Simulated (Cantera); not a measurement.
An adiabatic, constant-volume homogeneous reactor starts with CH₄ : O₂ : N₂ = 1 : 3.92 : 14.7 (molar parts), equivalence ratio 0.51, at 1725 K and 20.0 bar.

Model: GRI-Mech 3.0 (53 species, 325 reactions), integrated in Cantera. The pressure lies above the range GRI-Mech 3.0 was tuned for (to about 10 atm).

One state of this run: T (K) = 2834; P (bar) = 33.1; x CH₄ = <1e-12; x O₂ = 0.0840; x CO = 0.00481; x CH₂O = 8.98e-11; x C₂H = <1e-12; x NO = 0.0236; x N₂O = 7.33e-6. x: mole fraction; the columns are a selection and need not sum to one.

Question: Which value of t (s) does it belong to?
A. 1.00e-5
B. 5.34e-5
C. 2.31e-5
D. 0.0433

Answer: D, 0.0433
